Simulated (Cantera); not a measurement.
An isothermal, constant-pressure homogeneous reactor starts with 7.69 % NH₃, 92.3 % N₂, at 1675 K and 0.860 bar.

Model: the gas-phase N/H chemistry of the illustrative SiF4/NH3 mechanism in the Surface Chemkin manual (1991), integrated in Cantera. Walls and surfaces, which speed up NH3 decomposition in real reactors, are not modelled.

x: mole fraction; the columns are a selection and need not sum to one.

```tsv
t (s)	x NH₃	x N₂H₂	x H₂	x N	x N₂H₄	x NH
2.00e-5	0.0769	1.57e-12	1.87e-7	<1e-12	1.25e-12	8.70e-12
0.000100	0.0769	6.62e-11	(withheld)	<1e-12	3.72e-11	3.48e-10
0.000502	0.0769	2.04e-9	5.18e-6	1.41e-11	9.55e-10	1.46e-8
0.00252	0.0769	4.54e-8	4.44e-5	2.24e-10	1.75e-8	1.65e-7
0.0126	0.0765	8.87e-8	0.000505	1.33e-9	3.21e-8	2.82e-7
0.0632	0.0748	8.55e-8	0.00291	7.19e-9	2.68e-8	3.84e-7
0.317	0.0669	7.06e-8	0.0139	2.56e-8	1.79e-8	5.00e-7
1.59	0.0417	3.30e-8	0.0490	3.45e-8	7.32e-9	4.22e-7
7.96	(withheld)	(withheld)	(withheld)	(withheld)	7.00e-10	(withheld)
39.9	0.00145	9.90e-11	0.105	4.14e-9	1.76e-11	3.15e-8
200	0.000237	2.85e-12	0.107	7.35e-10	<1e-12	5.44e-9
```

Question: Fill in the missing entries.

Answer: 
- 0.000100, x H₂: 9.94e-7
- 7.96, x NH₃: 0.0106
- 7.96, x N₂H₂: 3.60e-9
- 7.96, x H₂: 0.0924
- 7.96, x N: 1.89e-8
- 7.96, x NH: 1.70e-7
